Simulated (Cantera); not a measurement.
An isothermal, constant-pressure homogeneous reactor starts with H2 : O2 = 0.19 : 1 (molar parts), equivalence ratio 0.095, at 1275 K and 340 Pa.

Computed with Cantera and the H2/O2 subset of GRI-Mech 3.0, which has no nitrogen chemistry. Radical loss at walls, strong at low pressure, is not modelled. The temperature is held fixed by assumption; the heat of reaction is taken as removed at once.

x: mole fraction; the columns are a selection and need not sum to one.

```
t (s)        x H2   x O2      x H    x H2O2       x O    x HO2    x H2O
-------  --------  -----  -------  --------  --------  -------  -------
0.00100     0.160  0.840  9.78e-7  3.58e-10   8.15e-7      [?]  1.67e-6
0.00308     0.142  0.829  0.00693   1.27e-8   0.00580      [?]   0.0127
0.00946   0.00638  0.737   0.0461   5.55e-8    0.0751  1.60e-6    0.125
0.0291    0.00607  0.743   0.0418   5.74e-8    0.0702  1.62e-6    0.129
0.0894    0.00516  0.759   0.0308   6.23e-8    0.0568  1.66e-6    0.138
0.275     0.00294  0.792   0.0120   6.83e-8    0.0299  1.62e-6    0.156
0.846    0.000669  0.819  0.00122   5.19e-8   0.00649      [?]    0.169
2.60      7.83e-5  0.825  4.81e-5   2.10e-8  0.000752      [?]    0.173
8.00      1.05e-5  0.826  2.36e-6   6.79e-9  0.000101      [?]    0.173
```

Q: Complete the blanks.

A: 
- 0.00100, x HO2: 1.20e-7
- 0.00308, x HO2: 8.28e-7
- 0.846, x HO2: 1.05e-6
- 2.60, x HO2: 2.99e-7
- 8.00, x HO2: 6.11e-8
